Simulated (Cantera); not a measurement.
Input: 1 mol SiC, 0.2 mol CO2, 99 mol H2, held at 1 atm.

These are equilibrium values from Cantera (NASA tables, ideal gas, pure condensed phases), not measurements of a reactor. Candidate condensed phases: C, C6H6, C7H8, C8H18, H2O, Si, SiC, SiO2; 123 gas species. The numbers say what is thermodynamically allowed, not how fast it happens. All values below are at 1525 °C.

Base state: H2 0.996, CO 0.00297, SiO 0.00105, H 0.000349, CH4 9.71e-5 (mole fractions); condensed: SiC(s).

### Question
What changes in the equilibrium state with this change: SiC replaced by Si?

### Answer
```csv
species,before,after
H2,0.996,0.996
SiO,0.00105,0.00364
CO,0.00297,0.000376
CH4,9.71e-5,1.86e-5
SiH2,5.61e-6,2.94e-5
H,0.000349,0.000349
"SiC(s), mol",0.895,0.161
"Si(l), mol",0,0.473
```
Mutual solubility and eutectic melting of coexisting phases are not modelled. Gases not in the tables: Si2H6 and higher silanes.
